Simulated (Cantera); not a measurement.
Charge: 1 mol HI, 0.078 mol O2, 1.7 mol N2, at 11.0 Pa.

Method: chemical equilibrium by Gibbs-energy minimisation in Cantera with the NASA 1993 tables (ideal gas, pure condensed phases). Candidate condensed phases: H2O, I2; 27 gas species. Kinetics and transport are ignored.

Task: At 902 °C, list the 5 most abundant gas species with their mole fractions, and the condensed phases.

Result: N2 0.537, I 0.295, H2 0.0982, H2O 0.0493, HI 0.0209. Condensed: gas only.
